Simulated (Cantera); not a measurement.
Stirred combustor or abatement burner

A perfectly stirred reactor is fed with CH₄ : O₂ : N₂ = 1 : 1.67 : 6.27 (molar parts), at 5.00 bar; it is adiabatic with a 650 K inlet, and is followed from long to short residence time, starting on the burning branch (τ in s: 0.12, 0.047, 0.019, 0.0075, 0.003, 0.0012, 0.00048, 0.00019, 7.8e-05, 3.1e-05, 1.2e-05, 5e-06).

Model: GRI-Mech 3.0 (53 species, 325 reactions), integrated in Cantera.

```json
[
 {"τ (s)": "0.12", "T (K)": "2384", "x CH₄": "2.79e-6", "x O₂": "0.000153", "x H₂": "0.0250", "x C₂H₆": "3.71e-12", "x C₂H₄": "1.46e-10", "x C₂H₂": "2.73e-9"},
 {"τ (s)": "0.047", "T (K)": "2382", "x CH₄": "6.37e-6", "x O₂": "0.000189", "x H₂": "0.0251", "x C₂H₆": "2.03e-11", "x C₂H₄": "7.90e-10", "x C₂H₂": "1.30e-8"},
 {"τ (s)": "0.019", "T (K)": "2379", "x CH₄": "1.30e-5", "x O₂": "0.000265", "x H₂": "0.0251", "x C₂H₆": "9.06e-11", "x C₂H₄": "3.44e-9", "x C₂H₂": "4.99e-8"},
 {"τ (s)": "0.0075", "T (K)": "2373", "x CH₄": "2.43e-5", "x O₂": "0.000421", "x H₂": "0.0252", "x C₂H₆": "3.50e-10", "x C₂H₄": "1.27e-8", "x C₂H₂": "1.58e-7"},
 {"τ (s)": "0.0030", "T (K)": "2363", "x CH₄": "4.18e-5", "x O₂": "0.000715", "x H₂": "0.0254", "x C₂H₆": "1.13e-9", "x C₂H₄": "3.87e-8", "x C₂H₂": "3.97e-7"},
 {"τ (s)": "0.0012", "T (K)": "2347", "x CH₄": "7.04e-5", "x O₂": "0.00124", "x H₂": "0.0258", "x C₂H₆": "3.28e-9", "x C₂H₄": "1.05e-7", "x C₂H₂": "8.74e-7"},
 {"τ (s)": "0.00048", "T (K)": "2324", "x CH₄": "0.000122", "x O₂": "0.00215", "x H₂": "0.0264", "x C₂H₆": "9.50e-9", "x C₂H₄": "2.74e-7", "x C₂H₂": "1.86e-6"},
 {"τ (s)": "0.00019", "T (K)": "2291", "x CH₄": "0.000227", "x O₂": "0.00372", "x H₂": "0.0272", "x C₂H₆": "3.06e-8", "x C₂H₄": "7.73e-7", "x C₂H₂": "4.23e-6"},
 {"τ (s)": "7.8e-5", "T (K)": "2246", "x CH₄": "0.000461", "x O₂": "0.00634", "x H₂": "0.0282", "x C₂H₆": "1.19e-7", "x C₂H₄": "2.52e-6", "x C₂H₂": "1.11e-5"},
 {"τ (s)": "3.1e-5", "T (K)": "2174", "x CH₄": "0.00126", "x O₂": "0.0124", "x H₂": "0.0295", "x C₂H₆": "9.69e-7", "x C₂H₄": "1.48e-5", "x C₂H₂": "4.90e-5"},
 {"τ (s)": "1.2e-5", "T (K)": "650", "x CH₄": "0.112", "x O₂": "0.187", "x H₂": "<1e-12", "x C₂H₆": "<1e-12", "x C₂H₄": "<1e-12", "x C₂H₂": "<1e-12"},
 {"τ (s)": "5.0e-6", "T (K)": "650", "x CH₄": "0.112", "x O₂": "0.187", "x H₂": "<1e-12", "x C₂H₆": "<1e-12", "x C₂H₄": "<1e-12", "x C₂H₂": "<1e-12"}
]
```
x: mole fraction; the columns are a selection and need not sum to one.
